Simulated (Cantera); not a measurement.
Standard-state values (1 bar) from the NASA 1993 polynomials, evaluated with Cantera. Values are per mole of reaction as written; species without (g) are pure solids or liquids, kept so even where they would boil at 1 bar.

Cl2(g) + MgF2 ⇌ F2(g) + MgCl2(g), with ΔH° = 731.8 kJ and ΔS° = 199.5 J/K at 300 K.

Q: How far is the shortcut ΔG° ≈ ΔH°(300 K) − T·ΔS°(300 K) from the full temperature-dependent value at 1373, 1523, 1673, 1823, 1973, 2123, 2273 K?

A: 
```json
[
 {"T (K)": "1373", "shortcut (kJ)": "457.9", "full (kJ)": "472.2", "difference (kJ)": "-14.3", "difference in log10 K": "0.54", "condensed phases": "MgF2(s)"},
 {"T (K)": "1523", "shortcut (kJ)": "428.0", "full (kJ)": "446.0", "difference (kJ)": "-18.0", "difference in log10 K": "0.62", "condensed phases": "MgF2(s)"},
 {"T (K)": "1673", "shortcut (kJ)": "398.1", "full (kJ)": "425.4", "difference (kJ)": "-27.3", "difference in log10 K": "0.85", "condensed phases": "MgF2(l)"},
 {"T (K)": "1823", "shortcut (kJ)": "368.2", "full (kJ)": "405.8", "difference (kJ)": "-37.6", "difference in log10 K": "1.08", "condensed phases": "MgF2(l)"},
 {"T (K)": "1973", "shortcut (kJ)": "338.2", "full (kJ)": "386.5", "difference (kJ)": "-48.2", "difference in log10 K": "1.28", "condensed phases": "MgF2(l)"},
 {"T (K)": "2123", "shortcut (kJ)": "308.3", "full (kJ)": "367.6", "difference (kJ)": "-59.3", "difference in log10 K": "1.46", "condensed phases": "MgF2(l)"},
 {"T (K)": "2273", "shortcut (kJ)": "278.4", "full (kJ)": "349.0", "difference (kJ)": "-70.6", "difference in log10 K": "1.62", "condensed phases": "MgF2(l)"}
]
```
The shortcut ignores heat capacities and the phase changes listed.
